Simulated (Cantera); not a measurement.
## Thermodynamics of abatement and gas-phase synthesis, feed H₂O + O₂ + N₂

Input: 1 mol H₂O, 0.087 mol O₂, 20 mol N₂, at 2200 K and 2.30 bar.

Cantera equilibrium calculation (NASA polynomials, part measured and part estimated; ideal gas, pure solids and liquids). Candidate condensed phases: H₂O; 24 gas species. The numbers say what is thermodynamically allowed, not how fast it happens.

The x(N₂) is 0.947. The x(H₂O) is 0.0463 and the x(O₂) is 0.00329. The x(NO) comes out as 0.00173 and the x(OH) is 0.000973. The x(H₂) is 0.000607 and the x(O) is 0.000102. The x(H) is 9.15e-5. The gas amount is 21.10 mol.
